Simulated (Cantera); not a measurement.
An adiabatic, constant-volume homogeneous reactor starts with CH₄ : C₂H₆ : C₃H₈ : O₂ : N₂ = 1 : 0.15 : 1.2 : 3.88 : 14.6 (molar parts), equivalence ratio 2.2, at 1325 K and 390000 Pa. Integrator tolerance rtol = 1e-08.

Detailed kinetics in Cantera: GRI-Mech 3.0 (53 species, 325 reactions). GRI-Mech 3.0 was tuned for natural gas; its chemistry of propane as a main component is partial and can be far from experiment.

Question: What does this change do: 0.8 parts CO2 added?

Answer: 
```tsv
quantity	before	after
time of steepest temperature rise	0.317 ms	0.334 ms
temperature at 10.0 s	2664 K	2595 K
equilibrium temperature	2664 K	2595 K
x(CH₄) at 10.0 s	1.71e-9 (gas-phase equilibrium 1.91e-9)	1.18e-9 (gas-phase equilibrium 1.31e-9)
x(C₂H₆) at 10.0 s	<1e-12 (gas-phase equilibrium <1e-12)	<1e-12 (gas-phase equilibrium <1e-12)
x(C₃H₈) at 10.0 s	<1e-12 (gas-phase equilibrium <1e-12)	<1e-12 (gas-phase equilibrium <1e-12)
x(H₂O) at 10.0 s	0.0920 (gas-phase equilibrium 0.0920)	0.110 (gas-phase equilibrium 0.110)
x(OH) at 10.0 s	0.000851 (gas-phase equilibrium 0.000851)	0.000797 (gas-phase equilibrium 0.000797)
x(H₂O₂) at 10.0 s	6.00e-9 (gas-phase equilibrium 6.00e-9)	6.54e-9 (gas-phase equilibrium 6.54e-9)
```
